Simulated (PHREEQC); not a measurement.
## Sulfide liquor: an equilibrium model

Make-up at 25 °C: 0.0058 mol/kgw H2S, 0.00063 mol/kgw NaCl and 0.045 mol/kgw ZnCl2. Closed to the air; pH follows from the charge balance.

Equilibrium calculation in PHREEQC: ion-association model, wateq4f.dat.

Each row changes one thing in this solution. This is a speciation only: nothing precipitates in the calculation.

| case | pH | ionic strength (mol/kgw) | Cl- (mol/kgw) | Zn+2 (mol/kgw) | ZnCl+ (mol/kgw) | Zn(HS)2 (mol/kgw) | SI of ZnS(a) (ZnS) | SI of Zincite(c) (ZnO) |
|---|---|---|---|---|---|---|---|---|
| as made | 2.37 | 0.126 | 0.0869 | 0.0388 | 0.00338 | 0.00263 | +1.75 | -8.24 |
| ZnCl2 from 0.045 to 0.45 mol/kgw | 2.38 | 0.997 | 0.649 | 0.291 | 0.104 | 0.00278 | +2.13 | -7.60 |
| NaCl replaced by Na2HPO4 at the same molality | 2.43 | 0.126 | 0.0863 | 0.0388 | 0.00335 | 0.00267 | +1.82 | -8.11 |
| NaCl replaced by CsCl at the same molality | 2.37 | 0.126 | 0.0869 | 0.0388 | 0.00338 | 0.00263 | +1.75 | -8.24 |
| diluted 100-fold with water | 4.29 | 0.00133 | 0.000905 | 0.000422 | 8.77e-7 | 2.69e-5 | +1.86 | -6.01 |

The ionic strength passes 0.7 mol/kgw, the rough limit of the ion-association models, in ZnCl2 from 0.045 to 0.45 mol/kgw. Some of these states are supersaturated (in ZnS(a), Sphalerite (slow to form), for instance). H3PO4, which wateq4f.dat lacks, is added to it with the constant of phreeqc.dat. The database has no phosphate complexes of Zn. The polysulfide entries of wateq4f.dat were taken out for this run.
